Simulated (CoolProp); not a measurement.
A closed Brayton cycle with carbon dioxide: compressor inlet 312.15 K and 7.8 MPa, high pressure 25.8 MPa, turbine inlet 885 K, compressor efficiency 0.8, turbine efficiency 0.9, recuperator effectiveness 0.95 (on enthalpy, no pinch check). Each further row changes one setting.

Model: reference Helmholtz-energy equation of state, Span 1996, in CoolProp.

```tsv
case	thermal efficiency (%)	net work (kJ/kg)	compressor to turbine work	compressor exit (K)	turbine exit (K)
as stated	39.0	110	0.34	402.6	737.3
turbine inlet 835 K	37.0	99.3	0.36	402.6	692.5
compressor inlet 322.15 K	37.1	98.4	0.41	426.3	737.3
high pressure 21.9 MPa	38.5	98.7	0.32	389.7	756.8
recuperator effectiveness 0.5	24.2	110	0.34	402.6	737.3
```
